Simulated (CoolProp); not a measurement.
Chloromethane (R40) along the isobar 75.2 bar: density (kg/m³) from the reference equation and from simpler models built on Tc = 418.6 K, pc = 69.29 bar, ω = 0.150; each cubic takes its own stable root.

Values from CoolProp's reference Helmholtz-energy equation of state, Thol 2014.

| T (K) | phase | reference |
|---|---|---|
| 257.5 | liquid | 999.4 |
| 268.7 | liquid | 980.2 |
| 279.9 | liquid | 960.4 |
| 291.1 | liquid | 940.0 |
| 302.3 | liquid | 918.9 |
| 313.6 | liquid | 896.7 |
| 324.8 | liquid | 873.7 |
| 336 | liquid | 849.4 |
| 347.2 | liquid | 823.7 |
| 358.4 | liquid | 796.0 |

How far does each simpler model (van der Waals, Redlich-Kwong, Soave-Redlich-Kwong) lie from the reference over these 10 states: mean and median of the absolute difference, and the worst?


- van der Waals: mean 36.4 %, median 36.4 %, worst -37.2 % at 257.5 K and 75.2 bar
- Redlich-Kwong: mean 9.9 %, median 9.6 %, worst -11.9 % at 358.4 K and 75.2 bar
- Soave-Redlich-Kwong: mean 8.2 %, median 7.9 %, worst -9.9 % at 358.4 K and 75.2 bar
